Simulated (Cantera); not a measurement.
An adiabatic, constant-pressure homogeneous reactor starts with CH4 : O2 : N2 = 1 : 2.11 : 7.92 (molar parts), equivalence ratio 0.95, at 1075 K and 1500 Torr.

Model: GRI-Mech 3.0 (53 species, 325 reactions), integrated in Cantera.

One state of this run: T (K) = 2588; x CH4 = <1e-12; x O2 = 0.0174; x HCO = 1.22e-8; x CO2 = 0.0677; x CO = 0.0211; x H2O = 0.163. x: mole fraction; the columns are a selection and need not sum to one.

Problem. Which value of t (s) does it belong to?
A. 0.00972
B. 0.823
C. 0.000279
D. 0.000678

Solution. B, 0.823
